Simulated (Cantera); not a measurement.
## PbO + CH₄ + CO (carbothermic reduction)

Feed: 1 mol PbO, a varied amount of CH₄, 0.28 mol CO, at 1102 °C and 1 atm.

Method: chemical equilibrium by Gibbs-energy minimisation in Cantera with the NASA 1993 tables (ideal gas, pure condensed phases). Candidate condensed phases: C, C₆H₆, C₇H₈, C₈H₁₈, H₂O, Pb, PbO, PbO₂, Pb₃O₄; 113 gas species. Equilibrium is a limit: real reactors are often held back by kinetics, nucleation or transport.

From 0.75 mol CH₄ to 0.99 mol CH₄ the condensed part is Pb(l). From 1.3 mol CH₄ to 4 mol CH₄ the condensed part is C(graphite) + Pb(l). The main Pb-bearing gas is Pb throughout. The share of Pb in condensed phases is highest at 0.75 mol CH₄ (98.3 %) and lowest at 4 mol CH₄ (94.0 %).

```
n(CH₄) (mol)   x H₂   x CO     x H₂O     x CO₂     x Pb     x CH₄  n Pb(l)  n C(graphite)
------------  -----  -----  --------  --------  -------  --------  -------  -------------
0.75          0.517  0.379    0.0725    0.0257  0.00648   1.69e-5    0.983              0
0.99          0.602  0.387   0.00286  0.000891  0.00648  0.000693    0.979              0
1.3           0.663  0.327   0.00101  0.000242  0.00648   0.00221    0.975          0.296
1.7           0.718  0.271  0.000909  0.000166  0.00648   0.00260    0.970          0.693
2.3           0.773  0.216  0.000779  0.000105  0.00648   0.00302    0.962           1.29
3             0.815  0.175  0.000663   6.87e-5  0.00648   0.00335    0.953           1.98
4             0.852  0.137  0.000544   4.23e-5  0.00648   0.00366    0.940           2.97
```
x: gas mole fraction; n: condensed amount in mol.
